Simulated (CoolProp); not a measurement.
The fluid at 419.45 K and 3.46 MPa is throttled through a valve to 1.8 MPa with no heat exchange. The same conditions are run with several fluids, on thermodynamics alone (safety and materials aside).

Model: reference Helmholtz-energy equation of state of each fluid (normal hydrogen: Leachman 2009; C2F6 (R116): Lemmon 2006; C3F8 (R218): Lemmon 2006; c-C4F8 (RC318): Platzer 1990; R115: Lemmon 2016), in CoolProp. The equations of Platzer and Polt are older, rougher fits.

```tsv
fluid	temperature change (K)	final phase	final density (kg/m³)
normal hydrogen	+0.8	___	___
C2F6 (R116)	___	gas	76.3
C3F8 (R218)	___	gas	114
c-C4F8 (RC318)	-17.4	gas	139
R115	-11.5	gas	___
```

Problem. What belongs in the gaps?

Solution. 
- normal hydrogen, final phase: supercritical
- normal hydrogen, final density (kg/m³): 1.03
- C2F6 (R116), temperature change (K): -5.8
- C3F8 (R218), temperature change (K): -9.7
- R115, final density (kg/m³): 93.7
